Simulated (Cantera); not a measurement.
An isothermal, constant-pressure homogeneous reactor starts with CH₄ : N₂ = 1 : 5.5 (molar parts), at 1475 K and 0.260 bar. Integrator tolerance rtol = 1e-08.

Detailed kinetics in Cantera: GRI-Mech 3.0 (53 species, 325 reactions). GRI-Mech 3.0 stops at C3 and has no aromatics, soot or wall deposition, so with more carbon than oxygen in the feed, carbon stays in small species such as C2H2 where larger ones or solid carbon would form.

```
quantity                                              before                                     after
-----------------  -----------------------------------------  ----------------------------------------
x(CH₄) at 7.00 s      0.0405 (gas-phase equilibrium 0.00425)  0.00983 (gas-phase equilibrium 0.000184)
x(C₂H₆) at 7.00 s    1.06e-5 (gas-phase equilibrium 2.86e-7)   3.27e-6 (gas-phase equilibrium 2.09e-9)
x(H) at 7.00 s       6.72e-6 (gas-phase equilibrium 1.13e-5)   3.51e-6 (gas-phase equilibrium 5.71e-6)
x(CH₂) at 7.00 s    1.35e-9 (gas-phase equilibrium 2.33e-10)  1.50e-9 (gas-phase equilibrium 3.93e-11)
x(H₂) at 7.00 s          0.147 (gas-phase equilibrium 0.194)     0.0357 (gas-phase equilibrium 0.0497)
x(C₂H₄) at 7.00 s  0.000779 (gas-phase equilibrium 0.000541)   7.10e-5 (gas-phase equilibrium 1.54e-5)
x(C₂H) at 7.00 s     3.56e-9 (gas-phase equilibrium 2.76e-9)  1.87e-9 (gas-phase equilibrium 6.06e-10)
```

What was changed between the two runs?
A) CH4 1 to 3.2 parts
B) pressure from 0.260 bar to 0.0820 bar
C) N2 5.5 to 28 parts
D) CH4 1 to 0.4 parts

C, N2 5.5 to 28 parts
